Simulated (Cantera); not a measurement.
Cantera run:

```python
import numpy as np
import cantera as ct

gas_names = """
    CL CL2 H HCL H2 N NH NH2 NH3 N2 N2H2 N2H4 Si SiCL SiCL2 SiCL3 SiCL4 SiH SiHCL3 SiH2 SiH2CL2 SiH3
    SiH3CL SiH4 SiN Si2 Si2N Si3
""".split()
cond_names = """
    NH4CL(a) NH4CL(b) Si(cr) Si(L) Si3N4(a)
""".split()


# ... load() reads the species with a 1 bar reference pressure and builds the phases ...
atoms = {
    'SiH2Cl2': {'Si': 1, 'H': 2, 'CL': 2},
    'Cl2': {'CL': 2},
    'N2': {'N': 2},
}
top_T = {'Si3N4(a)': 2400}  # K; cautious upper limits of use, not melting points


# ... equilibrate(T, P, feed) seeds the gas with the atoms and calls Mixture.equilibrate('TP', solver="vcs", rtol=1e-11, max_steps=5000) ...
results = []
feed = {'SiH2Cl2': 1, 'Cl2': 0.3, 'N2': 130}  # mol
T = 1375  # K
P = 1333.22  # Pa
mix = equilibrate(T, P, feed)
results.append((T, P, feed, dict(zip(mix.species_names, mix.species_moles))))
print(gas.report(threshold=1e-05))
for i in range(1, mix.n_phases):
    print(f"{mix.phase(i).name:16s} {mix.phase_moles(i):12.5e} mol")
```

Output:

```
       temperature   1375 K
          pressure   1333.2 Pa
           density   0.0033044 kg/m^3
  mean mol. weight   28.335 kg/kmol
   phase of matter   gas

                          1 kg             1 kmol
                     ---------------   ---------------
          enthalpy        1.1344e+06        3.2145e+07  J
   internal energy        7.3097e+05        2.0712e+07  J
           entropy            9735.5        2.7586e+05  J/K
    Gibbs function       -1.2252e+07       -3.4716e+08  J
 heat capacity c_p            1214.8             34423  J/K
 heat capacity c_v            921.41             26109  J/K

                      mass frac. Y      mole frac. X     chem. pot. / RT
                     ---------------   ---------------   ---------------
               HCL          0.016607          0.012907           -41.888
                H2        8.0668e-05         0.0011338           -29.453
                N2           0.97215            0.9833           -30.083
             SiCL2         0.0058021         0.0016609           -64.237
             SiCL3         0.0020959        0.00044176           -91.398
             SiCL4         0.0032369        0.00053989           -118.56
     [  +22 minor]        2.6326e-05        1.3463e-05

Si(cr)            0.00000e+00 mol
Si3N4(a)          2.17133e-01 mol
```

Equilibrium computed with Cantera from the NASA thermochemical tables; the gas is ideal and each condensed phase is pure. N2 is the only nitrogen source here; it is nearly inert below about 1500 K, so the nitride shown seldom forms there in practice. The tables' values for SiCl3 are old estimates; treat these amounts as uncertain.
